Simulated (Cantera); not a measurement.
Charge: 1 mol CaCO₃, 4.5 mol H₂, 0.022 mol O₂, held at 848 K and 920 Pa.

Equilibrium computed with Cantera from the NASA thermochemical tables; the gas is ideal and each condensed phase is pure. Candidate condensed phases: C, C₆H₆, C₇H₈, C₈H₁₈, Ca, CaCO₃, CaO, Ca(OH)₂, H₂O; 115 gas species. Equilibrium is a limit: real reactors are often held back by kinetics, nucleation or transport.

Base state: H₂ 0.693, H₂O 0.125, CO 0.117, CO₂ 0.0650, CH₄ 0.000124 (mole fractions); condensed: CaO(s).

Q: What changes in the equilibrium state with this change: O₂ from 0.022 to 13 mol?

A: 
```tsv
species	before	after
O₂	<1e-9	0.662
H₂O	0.125	0.277
CO₂	0.0650	0.0615
H₂	0.693	<1e-9
CO	0.117	<1e-9
CH₄	0.000124	<1e-9
CaO(s), mol	1.00	1.00
```

Q: What changes in the equilibrium state with this change: pressure from 920 Pa to 10000 Pa?

A: 
```csv
species,before,after
H₂,0.693,0.844
H₂O,0.125,0.0836
CO,0.117,0.0442
CO₂,0.0650,0.0135
CH₄,0.000124,0.0150
"CaO(s), mol",1.00,0.342
"CaCO₃(calcite), mol",0,0.658
```

Q: What changes in the equilibrium state with this change: pressure from 920 Pa to 9600 Pa?

A: 
| species | before | after |
|---|---|---|
| H₂ | 0.693 | 0.842 |
| H₂O | 0.125 | 0.0837 |
| CO | 0.117 | 0.0459 |
| CO₂ | 0.0650 | 0.0141 |
| CH₄ | 0.000124 | 0.0143 |
| CaO(s), mol | 1.00 | 0.350 |
| CaCO₃(calcite), mol | 0 | 0.650 |
